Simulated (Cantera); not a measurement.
An adiabatic, constant-volume homogeneous reactor starts with 18.9 % CH4, 16.5 % O2, 61.9 % N2, 2.65 % H2O, equivalence ratio 2.3, at 1273 K and 13.0 bar.

Cantera simulation using GRI-Mech 3.0 (53 species, 325 reactions); the numbers are that mechanism's predictions, not measurements. The pressure lies above the range GRI-Mech 3.0 was tuned for (to about 10 atm).

Q: Predict: time of steepest temperature rise; temperature at 5.00 s; equilibrium temperature; x(CH4) at 5.00 s; x(O2) at 5.00 s; x(H2O) at 5.00 s.

A: time of steepest temperature rise: 2.25 ms
temperature at 5.00 s: 2453 K
equilibrium temperature: 2453 K
x(CH4) at 5.00 s: 3.86e-8 (gas-phase equilibrium 4.30e-8)
x(O2) at 5.00 s: 2.55e-7 (gas-phase equilibrium 2.55e-7)
x(H2O) at 5.00 s: 0.123 (gas-phase equilibrium 0.123)
